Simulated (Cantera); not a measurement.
Source: NASA polynomial tables (part measured, part estimated), evaluated in Cantera. Values are per mole of reaction as written; species without (g) are pure solids or liquids, kept so even where they would boil at 1 bar.

2 NH₃(g) + 3 Br₂(g) = N₂(g) + 6 HBr(g)

```csv
T (K),ΔH° (kJ),ΔS° (J/K),ΔG° (kJ),log10 K
300,-219.5,262.0,-298.1,51.90
1348,___,___,___,___
1448,-214.2,274.3,-611.3,22.05
1548,-214.5,274.1,-638.7,21.55
1648,-214.9,273.8,-666.1,21.11
1748,-215.5,273.5,-693.5,20.72
1848,-216.1,273.1,-720.8,20.37
1948,-216.9,272.7,-748.1,20.06
2048,___,___,___,___
2148,-218.9,271.7,-802.5,19.52
2248,-220.1,271.2,-829.7,19.28
```

Question: Complete the blanks.

Answer: 
- 1348, ΔH° (kJ): -214.0
- 1348, ΔS° (J/K): 274.4
- 1348, ΔG° (kJ): -583.9
- 1348, log10 K: 22.62
- 2048, ΔH° (kJ): -217.9
- 2048, ΔS° (J/K): 272.2
- 2048, ΔG° (kJ): -775.4
- 2048, log10 K: 19.78
